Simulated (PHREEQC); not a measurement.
## Hard or scaling water: speciation

A solution holds 3.4 mmol/kgw SrCl2, at 25 °C. Closed to the air; pH follows from the charge balance.

All values are PHREEQC results (ion-association model, phreeqc.dat), not measurements.

No solid was allowed to form.

Task: Predict the specific conductance.

Result: specific conductance 834 µS/cm.
